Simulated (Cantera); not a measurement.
An isothermal plug-flow reactor at 1100 K and 4.93 atm (inlet), inlet velocity 0.07 m/s, active area per volume 160 1/m; feed 3.14 % CH4, 1.33 % O2, 95.5 % N2, equivalence ratio 4.7.

Cantera simulation using Deutschmann's 1995 Pt surface mechanism with GRI-Mech 3.0 gas chemistry; the numbers are that mechanism's predictions, not measurements. Catalytic surfaces can have several steady states; this one follows from the mechanism file's or the stated starting coverage. Mass transfer to the wall is taken as infinitely fast.

One state of this run: x CH4 = 0.0217; x O2 = 0.00278; x H2O = 0.0114; x CO2 = 1.23e-5; x CO = 0.00943; θ free Pt = 0.0765; θ H* = 0.00273; θ CO* = 0.00402; θ C* = 0.917. x: gas mole fraction; θ: surface coverage.

Q: Which value of z (m) does it belong to?
A. 0.0025
B. 0.00054
C. 0.00025
D. 5.4e-05

A: A, 0.0025
